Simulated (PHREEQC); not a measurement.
Model water analysis in mg/kgw, 35 °C, pH 3.93, pe 9.7: Na 1610; K 60; Ca 896; Mg 58.1; Cl 1520; S(6) as SO4 3710; N(5) as NO3 2.78; Fe(3) 7.48; Cu(2) 2.2; O(0) (dissolved oxygen) 5.57; B 6.44.

Valence states are taken as typed.

The numbers come from PHREEQC with the ion-association model, wateq4f.dat.

```
Quantity                     Result
--------------------  -------------
ionic strength        0.139 mol/kgw
total alkalinity      -0.405 meq/kg
charge-balance error          0.8 %
```

```csv
species,molality,activity,log γ
Na+,0.0670,0.0510,-0.119
Cl-,0.0429,0.0316,-0.133
SO4-2,0.0256,0.00840,-0.485
Ca+2,0.0138,0.00482,-0.456
CaSO4,0.00856,0.00884,0.014
NaSO4-,0.00298,0.00228,-0.116
```

Precipitation was switched off in this run. Saturation is exceeded, for instance for Jarosite-K, Jarosite-Na; the values hold only as long as no solid forms. Species that the database lacks are ignored.
